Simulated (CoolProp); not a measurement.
Values from CoolProp's reference Helmholtz-energy equation of state, Akasaka 2015.

Q: For R245fa, give the phase and the cp (kJ/(kg K)), viscosity (µPa s), conductivity (mW/(m K)) at 344.4 K and 0.014 MPa; 344.4 K and 0.0528 MPa; 344.4 K and 1.83 MPa.

A: 
- 344.4 K and 0.014 MPa: gas; cp 0.945, viscosity 13.7, conductivity 19.8
- 344.4 K and 0.0528 MPa: gas; cp 0.951, viscosity 13.7, conductivity 19.8
- 344.4 K and 1.83 MPa: liquid; cp 1.44, viscosity 238, conductivity 79.3

Viscosity comes from a separate model (Bell 2016), an estimate that may be off by 10 % or more. Thermal conductivity comes from a separate model (Huber 2003), an estimate that may be off by 10 % or more.
